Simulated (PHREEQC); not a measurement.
Consider water at 25 °C with 0.09 mol HF, 0.013 mol NH4F, 0.0022 mol (NH4)2SiF6 and 0.00024 mol HCl per kg of water. It is in equilibrium with CO2 at log p = -3.4 (atm). Otherwise closed; pH follows from the charge balance.

All values are PHREEQC results (ion-association model, wateq4f.dat), not measurements.

```csv
quantity,before,after
pH,2.44,2.69
ionic strength (mol/kgw),0.0237,0.0219
HF (mol/kgw),0.0625,0.0348
F- (mol/kgw),0.0136,0.0133
H2F2 (mol/kgw),0.0102,0.00317
HF2- (mol/kgw),0.00327,0.00178
SI of Quartz (SiO2),-7.73,-6.69
```

Task: What was changed between the two runs?
(A) NH4F left out
(B) (NH4)2SiF6 from 0.0022 to 0.0044 mol/kgw
(C) HF from 0.09 to 0.045 mol/kgw
(D) HCl from 0.00024 to 0.0024 mol/kgw

Result: C, HF from 0.09 to 0.045 mol/kgw

This is a speciation only: nothing precipitates in the calculation. wateq4f.dat counts part of the HF as a dimer, H2F2, which phreeqc.dat doesn't know; its constant is uncertain. SiF6-2 is the database's only silicon fluoride.
